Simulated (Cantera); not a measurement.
A perfectly stirred reactor is fed with 29.6 % H₂, 14.8 % O₂, 55.6 % N₂, equivalence ratio 1.0, at 1800 Torr; it is adiabatic with a 775 K inlet, and is followed from long to short residence time, starting on the burning branch (τ in s: 0.28, 0.098, 0.034, 0.012, 0.0042, 0.0015, 0.00051, 0.00018, 6.3e-05).

Detailed kinetics in Cantera: the H2/O2 subset of GRI-Mech 3.0, which has no nitrogen chemistry. The hydrogen kinetics of GRI-Mech 3.0 are dated; newer H2 mechanisms differ, most at raised pressure.

x: mole fraction; the columns are a selection and need not sum to one.

| τ (s) | T (K) | x H₂ | x O₂ | x HO₂ | x O | x OH |
|---|---|---|---|---|---|---|
| 0.28 | 2652 | 0.0249 | 0.00909 | 4.29e-6 | 0.00182 | 0.0145 |
| 0.098 | 2652 | 0.0249 | 0.00911 | 4.29e-6 | 0.00183 | 0.0146 |
| 0.034 | 2650 | 0.0250 | 0.00915 | 4.31e-6 | 0.00184 | 0.0146 |
| 0.012 | 2647 | 0.0253 | 0.00928 | 4.37e-6 | 0.00188 | 0.0147 |
| 0.0042 | 2637 | 0.0261 | 0.00961 | 4.53e-6 | 0.00200 | 0.0150 |
| 0.0015 | 2612 | 0.0280 | 0.0105 | 4.95e-6 | [?] | 0.0158 |
| 0.00051 | 2551 | 0.0324 | 0.0124 | 6.08e-6 | [?] | 0.0176 |
| 0.00018 | 2436 | 0.0393 | 0.0158 | 8.83e-6 | [?] | 0.0199 |
| 6.3e-5 | 2265 | 0.0474 | 0.0206 | 1.50e-5 | [?] | 0.0213 |

Task: Fill in the missing entries.

Result: 
- 0.0015, x O: 0.00231
- 0.00051, x O: 0.00317
- 0.00018, x O: 0.00497
- 6.3e-5, x O: 0.00792
